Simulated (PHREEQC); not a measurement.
# Reverse-osmosis permeate: an equilibrium model

Model water analysis in mg/L, 51 °C, pH 5.65, pe 9.8: Na 2.12; K 0.00656; Ca 1.11; Mg 0.117; Cl 2.59; S(6) as SO4 1.2; Alkalinity as HCO3 3.44; N(5) as NO3 0.00233; Pb 0.0348; Sr 0.258; Br 0.0975.

Valence states are taken as typed.

Model: ion-association model, phreeqc.dat, run in PHREEQC.

Each row changes one thing in this solution. No solid was allowed to form.

```tsv
case	CO2 (mol/kgw)	CaSO4 (mol/kgw)	CaHCO3+ (mol/kgw)	MgSO4 (mol/kgw)	SrSO4 (mol/kgw)	NaSO4- (mol/kgw)	SI of Pb(OH)2 (Pb(OH)2)	SI of Anglesite (PbSO4)
as made	0.000249	6.33e-8	2.45e-8	2.24e-8	8.16e-9	6.21e-9	-2.87	-4.12
pH from 5.65 to 5.5 at the same alkalinity	0.000357	6.33e-8	2.48e-8	2.24e-8	8.15e-9	6.21e-9	-3.17	-4.11
temperature from 51 to 5 °C at the same typed pH	0.000424	4.57e-8	(withheld)	7.08e-9	4.86e-9	4.70e-9	(withheld)	-3.86
```

Task: Some entries are withheld; supply them.

Result: 
- temperature from 51 to 5 °C at the same typed pH, CaHCO3+ (mol/kgw): 1.21e-8
- temperature from 51 to 5 °C at the same typed pH, SI of Pb(OH)2 (Pb(OH)2): -4.42

Species that the database lacks are ignored. At this temperature some constants are extrapolated from 25 °C, and those without enthalpy data are left unchanged.
